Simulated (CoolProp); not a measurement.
Vapour-liquid equilibrium of propylene (1) + benzene (2) at 49.55 °C; x and y are mole fractions of (1).

Values from CoolProp's multi-fluid Helmholtz-energy mixture model, Lemmon 2013 and Thol 2012; pair parameters Bell 2016.

| x | bubble pressure (bar) | y at the bubble point | dew pressure at overall composition x (bar) | liquid density (mol/L) |
|---|---|---|---|---|
| 0.05 | 1.765 | 0.799 | 0.3747 | 10.93 |
| 0.15 | 4.328 | 0.919 | 0.4190 | 11.08 |
| 0.25 | 6.575 | 0.948 | 0.4750 | 11.23 |
| 0.35 | 8.552 | 0.961 | 0.5482 | 11.36 |
| 0.45 | 10.32 | 0.969 | 0.6479 | 11.47 |
| 0.55 | 11.95 | 0.975 | 0.7918 | 11.55 |
| 0.65 | 13.51 | 0.980 | 1.018 | 11.59 |
| 0.75 | 15.12 | 0.985 | 1.423 | 11.56 |
| 0.85 | 16.88 | 0.989 | 2.362 | 11.44 |
| 0.95 | 19.02 | 0.996 | 6.819 | 11.15 |

No azeotrope shows between x = 0.05 and 0.95.

The pair parameters rest on a limited set of measurements; away from them the model extrapolates. The gap from Raoult's law changes sign with composition, which may be real or a fault of the pair parameters; it wasn't checked against measurements.
